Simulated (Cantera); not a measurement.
Input: 1 mol PbO, 1700 mol H2, 1 mol H2O, held at 1625 °C and 67.0 Pa.

Equilibrium computed with Cantera from the NASA thermochemical tables; the gas is ideal and each condensed phase is pure. Candidate condensed phases: H2O, Pb, PbO, PbO2, Pb3O4; 12 gas species. Equilibrium is a limit: real reactors are often held back by kinetics, nucleation or transport.

Base state: H2 0.969, H 0.0298, H2O 0.00115, Pb 0.000579 (mole fractions); condensed: gas only.

### Question
What changes in the equilibrium state with this change: pressure from 67.0 Pa to 6.20 bar?

### Answer
```csv
species,before,after
H2,0.969,0.998
H2O,0.00115,0.00117
Pb,0.000579,0.000587
H,0.0298,0.000314
```
